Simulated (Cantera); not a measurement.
What does this Cantera script print?

```python
import numpy as np
import cantera as ct

gas = ct.Solution("gri30.yaml")
gas.TPX = 1175, 500000, {'CO': 1, 'H2': 0.057, 'CH4': 0.074, 'O2': 0.805, 'N2': 3.03}
reactor = ct.IdealGasConstPressureReactor(gas, energy="on", clone=False)
net = ct.ReactorNet([reactor])
net.rtol, net.atol = 1e-08, 1e-16
show = ['CO', 'H2', 'CH4', 'CH2', 'H', 'C2H', 'H2O2']
times = np.geomspace(7e-06, 3, 10)

steps = ct.SolutionArray(gas, extra=["t"])
rows = []
print(f"{'t/s':>10s}{'T/K':>9s}{'P/Pa':>11s}" + "".join(f"{s:>11s}" for s in show))
for t in times:
    while net.time < t:
        t_next = net.step()
        steps.append(gas.state, t=t_next)
    rows.append([np.interp(t, steps.t, y) for y in (steps.T, steps.P, *steps(*show).X.T)])
    print(f"{t:10.3e}{rows[-1][0]:9.1f}{rows[-1][1]:11.4g}" + "".join(f"{x:11.3e}" for x in rows[-1][2:]))
rate = np.gradient(steps.T, steps.t)
print("integrator steps:", len(steps.t))
if steps.T.max() > steps.T[0] + 200:
    print(f"time of steepest temperature rise: {steps.t[rate.argmax()]:.4e} s")
gas.TPX = 1175, 500000, {'CO': 1, 'H2': 0.057, 'CH4': 0.074, 'O2': 0.805, 'N2': 3.03}
gas.equilibrate("HP")
print(f"equilibrium (HP): T = {gas.T:.1f} K  " + "  ".join(f"{s} {gas[s].X[0]:.3e}" for s in show))
```

Result:

```
       t/s      T/K       P/Pa         CO         H2        CH4        CH2          H        C2H       H2O2
 7.000e-06   1175.0      5e+05  2.014e-01  1.148e-02  1.490e-02  3.095e-15  5.265e-09  3.880e-29  6.598e-11
 2.957e-05   1175.0      5e+05  2.014e-01  1.148e-02  1.490e-02  1.366e-13  2.402e-08  1.350e-26  2.408e-09
 1.249e-04   1178.6      5e+05  2.011e-01  1.139e-02  1.468e-02  4.542e-09  8.160e-06  4.488e-17  4.408e-06
 5.278e-04   2712.0      5e+05  4.252e-02  1.285e-03  6.507e-17  1.228e-15  9.640e-04  2.625e-20  2.008e-07
 2.230e-03   2700.7      5e+05  4.221e-02  1.286e-03  6.722e-17  1.142e-15  9.209e-04  2.368e-20  1.892e-07
 9.419e-03   2698.0      5e+05  4.215e-02  1.286e-03  6.774e-17  1.122e-15  9.114e-04  2.310e-20  1.864e-07
 3.979e-02   2698.0      5e+05  4.215e-02  1.286e-03  6.774e-17  1.122e-15  9.114e-04  2.310e-20  1.864e-07
 1.681e-01   2698.0      5e+05  4.215e-02  1.286e-03  6.774e-17  1.122e-15  9.114e-04  2.310e-20  1.864e-07
 7.101e-01   2698.0      5e+05  4.215e-02  1.286e-03  6.774e-17  1.122e-15  9.114e-04  2.310e-20  1.864e-07
 3.000e+00   2698.0      5e+05  4.215e-02  1.286e-03  6.774e-17  1.122e-15  9.114e-04  2.310e-20  1.864e-07
integrator steps: 1739
time of steepest temperature rise: 2.3320e-04 s
equilibrium (HP): T = 2698.0 K  CO 4.215e-02  H2 1.286e-03  CH4 9.642e-17  CH2 1.413e-15  H 9.114e-04  C2H 2.458e-20  H2O2 1.864e-07
```

Model: GRI-Mech 3.0 (53 species, 325 reactions), integrated in Cantera.
